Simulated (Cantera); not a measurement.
Input: 1 mol Si3N4, 0.77 mol H2O, 420 mol H2, 2.3 mol O2, at 1.33 mbar.

Cantera equilibrium calculation (NASA polynomials, part measured and part estimated; ideal gas, pure solids and liquids). Candidate condensed phases: H2O, Si, SiO2, Si2N2O, Si3N4; 35 gas species. Mutual solubility and eutectic melting of coexisting phases are not modelled. The tables hold silica as quartz up to 1696 K and as liquid above; real silica turns to tridymite and cristobalite and melts near 1996 K. Rates play no part.

log p: log10 of the partial pressure in bar; n: condensed amount in mol.

```json
[
 {"T (K)": "900", "log p H2": "-2.88", "log p H": "-11.37", "log p SiO": "<-14", "log p H2O": "-8.70", "log p N2": "-5.25", "log p OH": "<-14", "n SiO2(β-quartz)": "2.58", "n Si2N2O(s)": "0.210"},
 {"T (K)": "1000", "log p H2": "-2.88", "log p H": "-10.08", "log p SiO": "-12.72", "log p H2O": "-8.45", "log p N2": "-5.25", "log p OH": "<-14", "n SiO2(β-quartz)": "2.58", "n Si2N2O(s)": "0.210"},
 {"T (K)": "1100", "log p H2": "-2.88", "log p H": "-9.03", "log p SiO": "-10.30", "log p H2O": "-8.25", "log p N2": "-5.25", "log p OH": "<-14", "n SiO2(β-quartz)": "2.58", "n Si2N2O(s)": "0.211"},
 {"T (K)": "1200", "log p H2": "-2.88", "log p H": "-8.14", "log p SiO": "-8.29", "log p H2O": "-8.09", "log p N2": "-5.25", "log p OH": "<-14", "n SiO2(β-quartz)": "2.58", "n Si2N2O(s)": "0.210"},
 {"T (K)": "1300", "log p H2": "-2.88", "log p H": "-7.39", "log p SiO": "-6.60", "log p H2O": "-7.95", "log p N2": "-5.24", "log p OH": "-14.35", "n SiO2(β-quartz)": "2.55", "n Si2N2O(s)": "0.185"},
 {"T (K)": "1400", "log p H2": "-2.88", "log p H": "-6.75", "log p SiO": "-5.69", "log p H2O": "-7.30", "log p N2": "-5.20", "log p OH": "-12.88", "n SiO2(β-quartz)": "2.35", "n Si2N2O(s)": "0"},
 {"T (K)": "1500", "log p H2": "-2.88", "log p H": "?", "log p SiO": "?", "log p H2O": "?", "log p N2": "-5.20", "log p OH": "?", "n SiO2(β-quartz)": "?", "n Si2N2O(s)": "0"},
 {"T (K)": "1600", "log p H2": "-2.88", "log p H": "-5.71", "log p SiO": "-5.16", "log p H2O": "-5.31", "log p N2": "-5.20", "log p OH": "-9.54", "n SiO2(β-quartz)": "0.807", "n Si2N2O(s)": "0"},
 {"T (K)": "1700", "log p H2": "-2.88", "log p H": "?", "log p SiO": "-5.03", "log p H2O": "-5.13", "log p N2": "-5.20", "log p OH": "?", "n SiO2(β-quartz)": "0", "n Si2N2O(s)": "0"},
 {"T (K)": "1800", "log p H2": "-2.89", "log p H": "-4.89", "log p SiO": "-5.03", "log p H2O": "-5.13", "log p N2": "-5.21", "log p OH": "-8.31", "n SiO2(β-quartz)": "0", "n Si2N2O(s)": "0"},
 {"T (K)": "1900", "log p H2": "-2.89", "log p H": "-4.55", "log p SiO": "-5.03", "log p H2O": "-5.13", "log p N2": "-5.21", "log p OH": "-7.87", "n SiO2(β-quartz)": "0", "n Si2N2O(s)": "0"}
]
```

Problem. What belongs in the gaps?

Solution. 
- 1700, log p H: -5.27
- 1700, log p OH: -8.81
- 1500, log p H: -6.19
- 1500, log p SiO: -5.55
- 1500, log p H2O: -6.09
- 1500, log p OH: -10.95
- 1500, n SiO2(β-quartz): 2.11
